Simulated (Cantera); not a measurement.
Feed: 1 mol SiF4, 0.67 mol N2, 26 mol NH3, at 1273 K and 1.33 mbar.

Cantera equilibrium calculation (NASA polynomials, part measured and part estimated; ideal gas, pure solids and liquids). Candidate condensed phases: Si, Si3N4; 37 gas species. The tables' values for SiF3, SiF2 are old estimates; treat these amounts as uncertain. Equilibrium is a limit: real reactors are often held back by kinetics, nucleation or transport.

**Question.** What is the equilibrium state?

**Answer.** 
```json
{
  "x(H2)": "0.724",
  "x(N2)": "0.254",
  "x(SiF4)": "0.0168",
  "x(HF)": "0.00319",
  "x(SiF3)": "0.00111",
  "x(SiHF3)": "0.000272",
  "x(SiF2)": "6.63e-5",
  "x(H)": "1.66e-5",
  "x(SiH2F2)": "2.13e-6",
  "n(Si3N4(s))": "0.00748 mol",
  "gas_amount": "53.71 mol",
  "log10 activity of Si(s) (absent)": "-2.10"
}
```
